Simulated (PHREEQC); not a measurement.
Synthetic water in mmol/kgw, 25 °C, pH 6.49:

```csv
constituent,mmol/kgw
Na,408
K,8.67
Ca,69.9
Mg,19.4
Cl,510
S(6),38.6
Alkalinity (meq/kgw),0.0077
Br,0.0694
Fe(2),2.91
```

Cl is adjusted to close the charge balance.
Valence states are taken as typed.

Computed with PHREEQC (ion-association model, phreeqc.dat).

### Question
The ionic strength comes out as 0.669 mol/kgw. What activity coefficients do SO4-2, Na+, Fe+2, Mg+2, Cl- get?

### Answer
SO4-2 0.18, Na+ 0.72, Fe+2 0.23, Mg+2 0.29, Cl- 0.63.

No solid was allowed to form. The solution is supersaturated, for example in Gypsum, so a real one may precipitate; this is no full list.
